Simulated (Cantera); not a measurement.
An isothermal, constant-pressure homogeneous reactor starts with 51.0 % CH₄, 49.0 % H₂O, at 2000 K and 13.0 bar.

Cantera simulation using GRI-Mech 3.0 (53 species, 325 reactions); the numbers are that mechanism's predictions, not measurements. The pressure lies above the range GRI-Mech 3.0 was tuned for (to about 10 atm).

Problem. Predict: x(CH₄) at 5.00 s; x(H₂O) at 5.00 s; x(C₂H) at 5.00 s; x(C₂H₆) at 5.00 s; x(CO) at 5.00 s; x(H) at 5.00 s; x(OH) at 5.00 s.

Solution. 
| Property | Value |
|---|---|
| x(CH₄) at 5.00 s | 0.00585 (gas-phase equilibrium 0.00586) |
| x(H₂O) at 5.00 s | 0.000137 (gas-phase equilibrium 0.000144) |
| x(C₂H) at 5.00 s | 2.08e-8 (gas-phase equilibrium 2.08e-8) |
| x(C₂H₆) at 5.00 s | 6.70e-7 (gas-phase equilibrium 6.71e-7) |
| x(CO) at 5.00 s | 0.246 (gas-phase equilibrium 0.246) |
| x(H) at 5.00 s | 0.000392 (gas-phase equilibrium 0.000392) |
| x(OH) at 5.00 s | 7.18e-9 (gas-phase equilibrium 7.54e-9) |
